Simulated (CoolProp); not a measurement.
Vapour-liquid equilibrium of ethylene (1) + carbon dioxide (2) at -18.45 °C; x and y are mole fractions of (1).

Values from CoolProp's multi-fluid Helmholtz-energy mixture model, Smukala 2000 and Span 1996; pair parameters Bell 2016.

```json
[
 {"x": "0.05", "bubble pressure (kPa)": "2187", "y at the bubble point": "0.088", "dew pressure at overall composition x (kPa)": "2134", "liquid density (mol/L)": "22.60"},
 {"x": "0.125", "bubble pressure (kPa)": "2333", "y at the bubble point": "0.191", "dew pressure at overall composition x (kPa)": "2239", "liquid density (mol/L)": "21.64"},
 {"x": "0.2", "bubble pressure (kPa)": "2446", "y at the bubble point": "0.275", "dew pressure at overall composition x (kPa)": "2345", "liquid density (mol/L)": "20.75"},
 {"x": "0.275", "bubble pressure (kPa)": "2534", "y at the bubble point": "0.346", "dew pressure at overall composition x (kPa)": "2446", "liquid density (mol/L)": "19.91"},
 {"x": "0.35", "bubble pressure (kPa)": "2604", "y at the bubble point": "0.411", "dew pressure at overall composition x (kPa)": "2539", "liquid density (mol/L)": "19.14"},
 {"x": "0.425", "bubble pressure (kPa)": "2657", "y at the bubble point": "0.472", "dew pressure at overall composition x (kPa)": "2617", "liquid density (mol/L)": "18.42"},
 {"x": "0.5", "bubble pressure (kPa)": "2697", "y at the bubble point": "0.533", "dew pressure at overall composition x (kPa)": "2677", "liquid density (mol/L)": "17.76"},
 {"x": "0.575", "bubble pressure (kPa)": "2723", "y at the bubble point": "0.593", "dew pressure at overall composition x (kPa)": "2717", "liquid density (mol/L)": "17.15"},
 {"x": "0.65", "bubble pressure (kPa)": "2737", "y at the bubble point": "0.656", "dew pressure at overall composition x (kPa)": "2736", "liquid density (mol/L)": "16.59"},
 {"x": "0.725", "bubble pressure (kPa)": "2738", "y at the bubble point": "0.721", "dew pressure at overall composition x (kPa)": "2738", "liquid density (mol/L)": "16.09"},
 {"x": "0.8", "bubble pressure (kPa)": "2726", "y at the bubble point": "0.791", "dew pressure at overall composition x (kPa)": "2724", "liquid density (mol/L)": "15.62"},
 {"x": "0.875", "bubble pressure (kPa)": "2701", "y at the bubble point": "0.864", "dew pressure at overall composition x (kPa)": "2697", "liquid density (mol/L)": "15.21"},
 {"x": "0.95", "bubble pressure (kPa)": "2663", "y at the bubble point": "0.944", "dew pressure at overall composition x (kPa)": "2660", "liquid density (mol/L)": "14.82"}
]
```

y crosses x between x = 0.65 and 0.725: the model has an azeotrope there.

The pair parameters rest on a limited set of measurements; away from them the model extrapolates.
